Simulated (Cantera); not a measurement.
A freely propagating, adiabatic, planar premixed flame of CH4 : H2 : O2 : N2 = 1 : 0.39 : 2.39 : 8.97 (molar parts), unburnt at 673 K and 353 Torr; mixture-averaged transport, grid criteria slope 0.08 and curve 0.16, no radiation.

Model: GRI-Mech 3.0 (53 species, 325 reactions), integrated in Cantera. Burning velocities carry a grid error of a few per cent, more on coarse grids.

**Question.** How do the results move with these cheaper or finer settings: unity-Lewis-number transport; multicomponent transport; multicomponent+Soret transport; grid criteria slope 0.5, curve 1; grid criteria slope 0.25, curve 0.5; grid criteria slope 0.03, curve 0.06?

**Answer.** 
| setting | laminar burning velocity | thermal thickness | peak x(OH) | peak x(O) | grid points |
|---|---|---|---|---|---|
| as above | 233 cm/s | 0.564 mm | 0.0127 | 0.00829 | 164 |
| unity-Lewis-number transport | 169 cm/s | 0.619 mm | 0.0128 | 0.00904 | 149 |
| multicomponent transport | 232 cm/s | 0.569 mm | 0.0127 | 0.00829 | 164 |
| multicomponent+Soret transport | 229 cm/s | 0.567 mm | 0.0127 | 0.00833 | 164 |
| grid criteria slope 0.5, curve 1 | 258 cm/s | 0.650 mm | 0.0130 | 0.00870 | 45 |
| grid criteria slope 0.25, curve 0.5 | 242 cm/s | 0.594 mm | 0.0128 | 0.00842 | 63 |
| grid criteria slope 0.03, curve 0.06 | 229 cm/s | 0.557 mm | 0.0126 | 0.00821 | 367 |
The base run took roughly 7 core-seconds.
Unity Lewis numbers drop preferential diffusion, which matters most where H2 and H carry the flame; Soret adds thermal diffusion.
